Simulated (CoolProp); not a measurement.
Vapour-liquid equilibrium of hydrogen sulfide (1) + n-butane (2) at 327.3 K; x and y are mole fractions of (1).

Values from CoolProp's multi-fluid Helmholtz-energy mixture model, Lemmon 2006 and Bücker 2006; pair parameters Kunz 2012.

```tsv
x	bubble pressure (MPa)	y at the bubble point	dew pressure at overall composition x (MPa)	liquid density (mol/L)
0.05	0.7816	0.290	0.5818	9.409
0.2	1.423	0.622	0.6937	10.08
0.35	1.980	0.746	0.8534	11.01
0.5	2.466	0.816	1.099	12.27
0.65	2.907	0.869	1.523	13.96
0.8	3.323	0.918	2.340	16.21
0.95	3.732	0.975	3.564	19.18
```

No azeotrope shows between x = 0.05 and 0.95.

Pair parameters are fitted to limited data, so mixtures are less certain than the pure fluids.
